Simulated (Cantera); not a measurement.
A Cantera script and its output.

```python
import numpy as np
import cantera as ct

gas = ct.Solution("gri30.yaml")


def delay(T, t_max=10):
    gas.TPX = T, 100000, {'CH4': 1, 'C2H6': 0.1, 'O2': 1.31, 'N2': 7.44}
    reactor = ct.IdealGasReactor(gas, clone=False)
    net = ct.ReactorNet([reactor])
    net.rtol, net.atol = 1e-8, 1e-16
    while net.time < t_max:
        t_old, T_old = net.time, reactor.T
        net.step()
        if reactor.T > T + 400:  # ignition: a rise of 400 K
            return t_old + (T + 400 - T_old) / (reactor.T - T_old) * (net.time - t_old)
    return np.nan


taus = []
for T in [1000, 1075, 1150, 1225, 1300, 1375, 1450, 1525]:
    taus.append(delay(T))
    print(f"T0 = {T:6g} K   tau = {taus[-1]:.4e} s")
```

It prints:

```
T0 =   1000 K   tau = 1.3375e-01 s
T0 =   1075 K   tau = 4.2261e-02 s
T0 =   1150 K   tau = 1.6831e-02 s
T0 =   1225 K   tau = 7.4281e-03 s
T0 =   1300 K   tau = 3.3645e-03 s
T0 =   1375 K   tau = 1.5304e-03 s
T0 =   1450 K   tau = 7.0877e-04 s
T0 =   1525 K   tau = 3.4340e-04 s
```

Computed with Cantera and GRI-Mech 3.0 (53 species, 325 reactions).
